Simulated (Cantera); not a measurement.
Input: 1 mol Cr, 1.3 mol NH₃, at 825 °C and 4.10 mbar.

Method: chemical equilibrium by Gibbs-energy minimisation in Cantera with the NASA 1993 tables (ideal gas, pure condensed phases). Candidate condensed phases: Cr, CrN, Cr₂N; 11 gas species. Kinetics and transport are ignored.

Base state: H₂ 0.830, N₂ 0.170 (mole fractions); condensed: Cr₂N(s).

**Question.** What changes in the equilibrium state with this change: temperature from 825 °C to 1650 °C?

**Answer.** 
```json
[
 {"species": "H₂", "before": "0.830", "after": "0.655"},
 {"species": "N₂", "before": "0.170", "after": "0.220"},
 {"species": "Cr", "before": "<1e-9", "after": "0.113"},
 {"species": "H", "before": "3.53e-7", "after": "0.0119"},
 {"species": "Cr₂N(s), mol", "before": "0.500", "after": "0"},
 {"species": "Cr(s), mol", "before": "0", "after": "0.666"}
]
```

**Question.** What changes in the equilibrium state with this change: pressure from 4.10 mbar to 0.260 Pa?

**Answer.** 
| species | before | after |
|---|---|---|
| H₂ | 0.830 | 0.750 |
| N₂ | 0.170 | 0.250 |
| H | 3.53e-7 | 1.33e-5 |
| Cr₂N(s), mol | 0.500 | 0 |
| Cr(s), mol | 0 | 1.000 |

**Question.** What changes in the equilibrium state with this change: NH₃ from 1.3 to 0.35 mol?

**Answer.** 
| species | before | after |
|---|---|---|
| H₂ | 0.830 | 0.987 |
| N₂ | 0.170 | 0.0130 |
| Cr₂N(s), mol | 0.500 | 0.336 |
| Cr(s), mol | 0 | 0.328 |
Mutual solubility and eutectic melting of coexisting phases are not modelled.
